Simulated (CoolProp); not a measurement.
The numbers come from the reference Helmholtz-energy equation of state, Platzer 1990 in CoolProp. This equation is an older, rougher fit.

Q: For CF4 (R14), give the phase and the cp (kJ/(kg K)), conductivity (mW/(m K)), Prandtl number at 455.9 K and 16.9 bar.

A: 
- 455.9 K and 16.9 bar: gas; cp 0.888, conductivity 29.0, Prandtl number 0.760

Viscosity comes from a separate model (Huber 2003), an estimate that may be off by 10 % or more. Thermal conductivity comes from a separate model (Huber 2003), an estimate that may be off by 10 % or more.
